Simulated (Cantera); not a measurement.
**CaO + HBr + N2 (oxide etching and cleaning by halides)**

Charge: 1 mol CaO, 18 mol HBr, 18 mol N2, equilibrated at 0.0250 bar.

These are equilibrium values from Cantera (NASA tables, ideal gas, pure condensed phases), not measurements of a reactor. Candidate condensed phases: Br2, Ca, CaBr2, CaO, Ca(OH)2, H2O; 34 gas species. Kinetics and transport are ignored.

```
T (K)   x N2  x HBr     x Br     x H2   x H2O   x CaBr2  n CaBr2(l)
-----  -----  -----  -------  -------  ------  --------  ----------
1125   0.513  0.454  0.00225  0.00141  0.0285  0.000512       0.982
1200   0.512  0.450  0.00457  0.00259  0.0284   0.00268       0.906
1275   0.506  0.441  0.00837  0.00451  0.0281    0.0113       0.600
1350   0.496  0.427   0.0141  0.00738  0.0276    0.0276           0
1425   0.494  0.416   0.0226   0.0116  0.0275    0.0275           0
1500   0.491  0.402   0.0341   0.0174  0.0273    0.0273           0
1575   0.488  0.384   0.0491   0.0248  0.0271    0.0271           0
1650   0.483  0.361   0.0675   0.0340  0.0268    0.0268           0
1725   0.478  0.335   0.0891   0.0447  0.0265    0.0265           0
1800   0.472  0.305    0.113   0.0566  0.0262    0.0262           0
1875   0.465  0.274    0.139   0.0692  0.0258    0.0258           0
```
x: gas mole fraction; n: condensed amount in mol.

From 1125 K to 1275 K the condensed part is CaBr2(l). From 1350 K to 1875 K nothing is condensed. The main Ca-bearing gas is CaBr2 throughout.
